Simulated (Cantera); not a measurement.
**Adiabatic ignition**

An adiabatic, constant-pressure homogeneous reactor starts with CH4 : O2 : N2 : CO2 = 1 : 1.82 : 6.84 : 0.61 (molar parts), at 1250 K and 0.898 atm.

Detailed kinetics in Cantera: GRI-Mech 3.0 (53 species, 325 reactions).

```csv
t (s),T (K),x CH4,x O2,x CO2,x C2H6,x H
2.00e-6,1250,0.0974,0.177,0.0594,<1e-12,4.40e-11
4.85e-6,1250,0.0974,0.177,0.0594,<1e-12,5.00e-11
1.18e-5,1250,0.0974,0.177,0.0594,<1e-12,5.38e-11
2.85e-5,1250,0.0974,0.177,0.0594,1.20e-12,6.31e-11
6.91e-5,1250,0.0974,0.177,0.0594,1.81e-11,8.79e-11
0.000168,1250,0.0974,0.177,0.0594,3.04e-10,1.64e-10
0.000406,1250,0.0974,0.177,0.0594,6.61e-9,4.61e-10
0.000985,1250,0.0974,0.177,0.0594,2.11e-7,1.85e-9
0.00239,1250,0.0973,0.177,0.0594,5.26e-6,5.06e-9
0.00579,1251,0.0972,0.177,0.0594,3.78e-5,1.05e-8
0.0140,1255,0.0963,0.177,0.0594,0.000207,4.04e-8
0.0340,2567,<1e-12,0.0113,0.0993,<1e-12,0.00410
0.0825,2561,<1e-12,0.0105,0.0990,<1e-12,0.00403
0.200,2561,<1e-12,0.0105,0.0990,<1e-12,0.00403
```
x: mole fraction; the columns are a selection and need not sum to one.

```
Property                                                          Result
---------------------------------  -------------------------------------
time of steepest temperature rise                                28.9 ms
temperature at 0.200 s                                            2561 K
equilibrium temperature                                           2561 K
x(CH4) at 0.200 s                  <1e-12 (gas-phase equilibrium <1e-12)
x(O2) at 0.200 s                   0.0105 (gas-phase equilibrium 0.0105)
x(CO2) at 0.200 s                  0.0990 (gas-phase equilibrium 0.0990)
```
